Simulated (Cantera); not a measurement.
## Equilibrium for silicon oxide and oxynitride deposition: SiH4 + CO2

A closed system holds: 1 mol SiH4, 1.7 mol CO2, held at 20000 Pa.

Cantera equilibrium calculation (NASA polynomials, part measured and part estimated; ideal gas, pure solids and liquids). Candidate condensed phases: C, C6H6, C7H8, C8H18, H2O, Si, SiC, SiO2; 123 gas species. Mutual solubility and eutectic melting of coexisting phases are not modelled. The tables hold silica as quartz up to 1696 K and as liquid above; real silica turns to tridymite and cristobalite and melts near 1996 K. Kinetics and transport are ignored.

```csv
T (K),log p H2,log p CO,log p SiO,log p H,log p H2O,log p CO2,log p CH4,log p C2H2 (acetylene),n SiC(s),n SiO2(β-quartz),n SiO2(condensed),n SiO2(l)
1650,-0.96,-1.05,-3.05,-4.52,-4.97,-5.57,-5.02,-5.76,0.0946,0.889,0,0
1700,-0.96,-1.05,-2.61,-4.31,-4.91,-5.54,-5.30,-5.93,0.0849,0,0.870,0
1750,-0.97,-1.06,-2.19,-4.12,-4.87,-5.52,-5.58,-6.10,0.0600,0,0.820,0
1800,-1.00,-1.07,-1.82,-3.95,-4.84,-5.49,-5.90,-6.32,0,0,0.700,0
1850,-1.00,-1.07,-1.82,-3.77,-4.43,-5.10,-6.48,-7.18,0,0,0.699,0
1900,-1.00,-1.07,-1.82,-3.60,-4.04,-4.73,-7.04,-7.98,0,0,0.698,0
1950,-1.00,-1.07,-1.82,-3.44,-3.68,-4.39,-7.56,-8.75,0,0,0.695,0
2000,-1.00,-1.07,-1.81,-3.29,-3.34,-4.07,-8.05,-9.46,0,0,0,0.689
```
log p: log10 of the partial pressure in bar; n: condensed amount in mol.

At 1650 K the condensed part is SiC(s) + SiO2(β-quartz). From 1700 K to 1750 K the condensed part is SiC(s) + SiO2(condensed). From 1800 K to 1950 K the condensed part is SiO2(condensed). At 2000 K the condensed part is SiO2(l). The main Si-bearing gas is SiO throughout. The share of Si in condensed phases is highest at 1650 K (98.4 %) and lowest at 2000 K (68.9 %).
